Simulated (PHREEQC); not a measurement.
Dissolve 0.0015 mol NaOH, 0.0004 mol K2SiO3 and 0.022 mol K2CO3 per kg of water at 18 °C. Closed to the air; pH follows from the charge balance.

The numbers come from PHREEQC with the Pitzer model, pitzer.dat.

Each row changes one thing in this solution. No solid was allowed to form.

| case | pH | ionic strength (mol/kgw) | H3SiO4- (mol/kgw) | H2SiO4-2 (mol/kgw) | H4SiO4 (mol/kgw) | SI of SiO2(a) (SiO2) |
|---|---|---|---|---|---|---|
| as made | 11.57 | 0.0675 | 0.000381 | 1.23e-5 | 6.98e-6 | -2.43 |
| K2CO3 left out | 11.49 | 0.00231 | 0.000384 | 5.97e-6 | 1.03e-5 | -2.26 |
| diluted 5-fold with water | 11.14 | 0.0132 | 7.51e-5 | 6.24e-7 | 4.23e-6 | -2.65 |
| temperature from 18 to 35 °C | 11.12 | 0.0668 | 0.000376 | 1.29e-5 | 1.09e-5 | -2.38 |
| NaOH from 0.0015 to 0.00135 mol/kgw | 11.55 | 0.0673 | 0.000381 | 1.17e-5 | 7.30e-6 | -2.41 |
| K2CO3 from 0.022 to 0.0198 mol/kgw | 11.57 | 0.0610 | 0.000381 | 1.18e-5 | 7.15e-6 | -2.42 |
| diluted 2-fold with water | 11.38 | 0.0335 | 0.000191 | 3.28e-6 | 5.84e-6 | -2.51 |
